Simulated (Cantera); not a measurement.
A freely propagating, adiabatic, planar premixed flame of 13.6 % CH4, 18.1 % O2, 68.3 % N2, equivalence ratio 1.5, unburnt at 425 K and 101000 Pa; mixture-averaged transport, grid criteria slope 0.08 and curve 0.16, no radiation.

Cantera simulation using GRI-Mech 3.0 (53 species, 325 reactions); the numbers are that mechanism's predictions, not measurements. Burning velocities carry a grid error of a few per cent, more on coarse grids.

Question: Predict: laminar burning velocity; thermal thickness; peak x(H).

Answer: 
| Item | Result |
|---|---|
| laminar burning velocity | 21.1 cm/s |
| thermal thickness | 1.00 mm |
| peak x(H) | 0.00149 |
